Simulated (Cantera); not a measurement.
An isothermal, constant-pressure homogeneous reactor starts with CO : O2 : H2O : N2 = 0.0021 : 0.023 : 0.00044 : 1 (molar parts), equivalence ratio 0.046, at 1050 K and 26000 Pa.

Model: GRI-Mech 3.0 (53 species, 325 reactions), integrated in Cantera.

x: mole fraction; the columns are a selection and need not sum to one.

| t (s) | x CO | x O2 | x H2O | x OH | x H |
|---|---|---|---|---|---|
| 7.00e-5 | 0.00205 | 0.0224 | 0.000429 | <1e-12 | <1e-12 |
| 0.000254 | 0.00205 | 0.0224 | 0.000429 | <1e-12 | <1e-12 |
| 0.000921 | 0.00205 | 0.0224 | 0.000429 | <1e-12 | <1e-12 |
| 0.00334 | 0.00205 | 0.0224 | 0.000429 | 1.84e-12 | <1e-12 |
| 0.0121 | 0.00205 | 0.0224 | 0.000429 | 1.67e-11 | 4.15e-12 |
| 0.0439 | 0.00205 | 0.0224 | 0.000429 | 2.03e-10 | 5.11e-11 |
| 0.159 | 0.00204 | 0.0224 | 0.000429 | ? | ? |
| 0.578 | 0.000599 | 0.0217 | 0.000426 | 3.60e-6 | 8.70e-7 |
| 2.10 | 6.62e-5 | 0.0215 | 0.000429 | 1.29e-6 | 3.53e-8 |
| 7.60 | 4.68e-6 | 0.0214 | 0.000429 | 4.11e-7 | 8.32e-10 |
| 27.6 | 2.43e-7 | 0.0214 | 0.000429 | 1.24e-7 | 1.59e-11 |
| 100 | ? | 0.0214 | 0.000429 | ? | <1e-12 |

Question: What belongs in the gaps?

Answer: 
- 0.159, x OH: 1.68e-7
- 0.159, x H: 4.42e-8
- 100, x CO: 7.15e-9
- 100, x OH: 4.99e-8
